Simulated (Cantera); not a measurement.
Feed: 1 mol SiH2Cl2, 10 mol H2, 0.078 mol CH4, at 1525 °C and 0.0133 bar.

Cantera equilibrium calculation (NASA polynomials, part measured and part estimated; ideal gas, pure solids and liquids). Candidate condensed phases: C, C6H6, C7H8, C8H18, Si, SiC; 109 gas species. Mutual solubility and eutectic melting of coexisting phases are not modelled. The tables' values for SiCl, SiCl3 are old estimates; treat these amounts as uncertain. Gases not in the tables: Si2H6 and higher silanes. Rates play no part.

Base state: H2 0.866, HCl 0.0965, SiCl2 0.0333, H 0.00284, SiCl 0.000243, Cl 0.000242, Si 0.000232, SiCl3 0.000203 (mole fractions); condensed: Si(l) + SiC(s).

Task: What changes in the equilibrium state with this change: temperature from 1525 °C to 1377 °C?

Result: 
```json
[
 {"species": "H2", "before": "0.866", "after": "0.871"},
 {"species": "HCl", "before": "0.0965", "after": "0.0928"},
 {"species": "SiCl2", "before": "0.0333", "after": "0.0351"},
 {"species": "H", "before": "0.00284", "after": "0.000734"},
 {"species": "Si", "before": "0.000232", "after": "2.01e-5"},
 {"species": "SiH", "before": "2.86e-5", "after": "3.96e-6"},
 {"species": "SiCl4", "before": "2.00e-6", "after": "1.10e-5"},
 {"species": "Si(l), mol", "before": "0.507", "after": "0"},
 {"species": "SiC(s), mol", "before": "0.0780", "after": "0.0780"},
 {"species": "Si(s), mol", "before": "0", "after": "0.488"}
]
```
The tables' values for SiCl3, SiCl are old estimates; treat these amounts as uncertain.
